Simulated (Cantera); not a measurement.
Input: 1 mol SiF₄, 0.11 mol H₂O, 24 mol O₂, equilibrated at 36.0 Torr.

These are equilibrium values from Cantera (NASA tables, ideal gas, pure condensed phases), not measurements of a reactor. Candidate condensed phases: H₂O, Si, SiO₂; 38 gas species. The tables' values for SiF₃ are old estimates; treat these amounts as uncertain. The tables hold silica as quartz up to 1696 K and as liquid above; real silica turns to tridymite and cristobalite and melts near 1996 K. Kinetics and transport are ignored.

log p: log10 of the partial pressure in bar; n: condensed amount in mol.

```json
[
 {"T (K)": "1198", "log p O₂": "-1.34", "log p SiF₄": "-2.74", "log p HF": "-3.38", "log p O": "?", "log p F": "-9.46", "log p SiF₃": "-11.44", "n SiO₂(β-quartz)": "0.0542", "n SiO₂(condensed)": "0", "n SiO₂(l)": "0"},
 {"T (K)": "1298", "log p O₂": "-1.34", "log p SiF₄": "-2.74", "log p HF": "-3.38", "log p O": "?", "log p F": "-8.58", "log p SiF₃": "-10.27", "n SiO₂(β-quartz)": "0.0545", "n SiO₂(condensed)": "0", "n SiO₂(l)": "0"},
 {"T (K)": "1398", "log p O₂": "-1.34", "log p SiF₄": "-2.74", "log p HF": "-3.38", "log p O": "?", "log p F": "-7.83", "log p SiF₃": "-9.27", "n SiO₂(β-quartz)": "0.0546", "n SiO₂(condensed)": "0", "n SiO₂(l)": "0"},
 {"T (K)": "1498", "log p O₂": "-1.34", "log p SiF₄": "-2.74", "log p HF": "-3.38", "log p O": "?", "log p F": "-7.18", "log p SiF₃": "-8.40", "n SiO₂(β-quartz)": "0.0547", "n SiO₂(condensed)": "0", "n SiO₂(l)": "0"},
 {"T (K)": "1598", "log p O₂": "-1.34", "log p SiF₄": "-2.74", "log p HF": "-3.38", "log p O": "?", "log p F": "-6.61", "log p SiF₃": "-7.64", "n SiO₂(β-quartz)": "0.0548", "n SiO₂(condensed)": "0", "n SiO₂(l)": "0"},
 {"T (K)": "1698", "log p O₂": "-1.34", "log p SiF₄": "-2.74", "log p HF": "-3.38", "log p O": "?", "log p F": "-6.10", "log p SiF₃": "-6.98", "n SiO₂(β-quartz)": "0", "n SiO₂(condensed)": "0.0549", "n SiO₂(l)": "0"},
 {"T (K)": "1798", "log p O₂": "-1.34", "log p SiF₄": "-2.74", "log p HF": "-3.38", "log p O": "?", "log p F": "-5.65", "log p SiF₃": "-6.39", "n SiO₂(β-quartz)": "0", "n SiO₂(condensed)": "0.0550", "n SiO₂(l)": "0"},
 {"T (K)": "1898", "log p O₂": "-1.34", "log p SiF₄": "-2.74", "log p HF": "-3.38", "log p O": "?", "log p F": "-5.24", "log p SiF₃": "-5.87", "n SiO₂(β-quartz)": "0", "n SiO₂(condensed)": "0.0552", "n SiO₂(l)": "0"},
 {"T (K)": "1998", "log p O₂": "-1.34", "log p SiF₄": "-2.75", "log p HF": "-3.38", "log p O": "?", "log p F": "-4.87", "log p SiF₃": "-5.40", "n SiO₂(β-quartz)": "0", "n SiO₂(condensed)": "0", "n SiO₂(l)": "0.0556"}
]
```

Q: What belongs in the gaps?

A: 
- 1198, log p O: -8.29
- 1298, log p O: -7.44
- 1398, log p O: -6.71
- 1498, log p O: -6.07
- 1598, log p O: -5.52
- 1698, log p O: -5.03
- 1798, log p O: -4.59
- 1898, log p O: -4.20
- 1998, log p O: -3.85
